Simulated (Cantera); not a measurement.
What does this Cantera script print?

```python
import numpy as np
import cantera as ct

gas = ct.Solution("gri30.yaml")
gas.TPX = 1773, 210000, {'C3H8': 1, 'O2': 10.6, 'N2': 40}
reactor = ct.IdealGasReactor(gas, energy="on", clone=False)
net = ct.ReactorNet([reactor])
net.rtol, net.atol = 1e-08, 1e-16
show = ['C3H8', 'O2', 'CH4', 'N2O', 'HCN', 'NO']
times = np.geomspace(5e-06, 3, 14)

steps = ct.SolutionArray(gas, extra=["t"])
rows = []
print(f"{'t/s':>10s}{'T/K':>9s}{'P/Pa':>11s}" + "".join(f"{s:>11s}" for s in show))
for t in times:
    while net.time < t:
        t_next = net.step()
        steps.append(gas.state, t=t_next)
    rows.append([np.interp(t, steps.t, y) for y in (steps.T, steps.P, *steps(*show).X.T)])
    print(f"{t:10.3e}{rows[-1][0]:9.1f}{rows[-1][1]:11.4g}" + "".join(f"{x:11.3e}" for x in rows[-1][2:]))
rate = np.gradient(steps.T, steps.t)
print("integrator steps:", len(steps.t))
if steps.T.max() > steps.T[0] + 200:
    print(f"time of steepest temperature rise: {steps.t[rate.argmax()]:.4e} s")
gas.TPX = 1773, 210000, {'C3H8': 1, 'O2': 10.6, 'N2': 40}
gas.equilibrate("UV")
print(f"equilibrium (UV): T = {gas.T:.1f} K  " + "  ".join(f"{s} {gas[s].X[0]:.3e}" for s in show))
```

It prints:

```
       t/s      T/K       P/Pa       C3H8         O2        CH4        N2O        HCN         NO
 5.000e-06   1837.9  2.233e+05  3.197e-03  1.853e-01  1.250e-03  2.068e-08  3.532e-08  1.791e-08
 1.391e-05   2445.4  3.061e+05  2.520e-41  1.041e-01  2.312e-15  9.878e-07  2.827e-11  6.014e-05
 3.872e-05   2678.7  3.305e+05  1.098e-47  1.029e-01  1.600e-17  1.555e-06  2.213e-11  5.363e-04
 1.077e-04   2767.7  3.395e+05  6.199e-48  1.024e-01  1.650e-17  1.961e-06  3.599e-11  2.207e-03
 2.998e-04   2763.2  3.388e+05  5.619e-48  1.005e-01  1.596e-17  1.978e-06  4.799e-11  6.331e-03
 8.343e-04   2751.5  3.372e+05  4.728e-48  9.694e-02  1.492e-17  2.040e-06  6.585e-11  1.390e-02
 2.322e-03   2740.9  3.357e+05  4.034e-48  9.382e-02  1.403e-17  2.141e-06  7.821e-11  2.060e-02
 6.461e-03   2739.0  3.354e+05  3.917e-48  9.325e-02  1.386e-17  2.163e-06  8.017e-11  2.182e-02
 1.798e-02   2738.9  3.354e+05  3.916e-48  9.325e-02  1.386e-17  2.164e-06  8.018e-11  2.183e-02
 5.003e-02   2738.9  3.354e+05  3.916e-48  9.325e-02  1.386e-17  2.164e-06  8.018e-11  2.183e-02
 1.392e-01   2738.9  3.354e+05  3.916e-48  9.325e-02  1.386e-17  2.164e-06  8.018e-11  2.183e-02
 3.874e-01   2738.9  3.354e+05  3.916e-48  9.325e-02  1.386e-17  2.164e-06  8.018e-11  2.183e-02
 1.078e+00   2738.9  3.354e+05  3.916e-48  9.325e-02  1.386e-17  2.164e-06  8.018e-11  2.183e-02
 3.000e+00   2738.9  3.354e+05  3.916e-48  9.325e-02  1.386e-17  2.164e-06  8.018e-11  2.183e-02
integrator steps: 1543
time of steepest temperature rise: 7.0909e-06 s
equilibrium (UV): T = 2738.9 K  C3H8 8.682e-48  O2 9.325e-02  CH4 2.020e-17  N2O 2.164e-06  HCN 8.018e-11  NO 2.183e-02
```

Model: GRI-Mech 3.0 (53 species, 325 reactions), integrated in Cantera. GRI-Mech 3.0 was tuned for natural gas; its chemistry of propane as a main component is partial and can be far from experiment.
